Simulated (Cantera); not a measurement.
Feed: 1 mol AlN, 1.5 mol O2, at 1777 °C and 0.0180 bar.

These are equilibrium values from Cantera (NASA tables, ideal gas, pure condensed phases), not measurements of a reactor. Candidate condensed phases: Al, AlN, Al2O3; 16 gas species. Kinetics and transport are ignored.

Base state: O2 0.590, N2 0.394, NO 0.0104, O 0.00557 (mole fractions); condensed: Al2O3(s).

### Question
What changes in the equilibrium state with this change: AlN replaced by Si3N4?

### Answer
```tsv
species	before	after
SiO	0	0.600
N2	0.394	0.400
NO	0.0104	1.47e-7
O2	0.590	<1e-9
O	0.00557	7.85e-8
Al2O3(s), mol	0.500	0
```
Further candidate phases: Si, SiO2, Si2N2O, Si3N4.
